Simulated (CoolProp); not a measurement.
Vapour pressure (kPa) of octamethyltrisiloxane (MDM): the reference equation beside estimates from Tc = 565.4 K, pc = 1438 kPa, ω = 0.528.

Model: reference Helmholtz-energy equation of state, Thol 2017, in CoolProp.

```
T (K)  reference  Lee-Kesler  Soave-Redlich-Kwong  Peng-Robinson
-----  ---------  ----------  -------------------  -------------
255.7    0.01702     0.02079              0.02093        0.02603
264.8    0.03940     0.04625              0.04661        0.05645
273.9    0.08514     0.09666              0.09744         0.1153
283       0.1730      0.1910               0.1925         0.2230
292.1     0.3325      0.3587               0.3614         0.4108
301.1     0.6042      0.6397               0.6441         0.7198
310.2      1.057       1.102                1.108          1.220
319.3      1.776       1.828                1.837          1.994
328.4      2.875       2.930                2.941          3.154
337.5      4.501       4.551                4.564          4.842
346.5      6.808       6.842                6.854          7.201
355.6      10.06       10.07                10.08          10.49
364.7      14.50       14.46                14.46          14.95
373.8      20.43       20.32                20.32          20.85
382.9      28.19       27.98                27.97          28.53
```

Absolute difference from the reference over all 15 rows, mean and median: Lee-Kesler 6.0 and 2.9 %, Soave-Redlich-Kwong 6.4 and 3.4 %, Peng-Robinson 17.6 and 12.3 %.
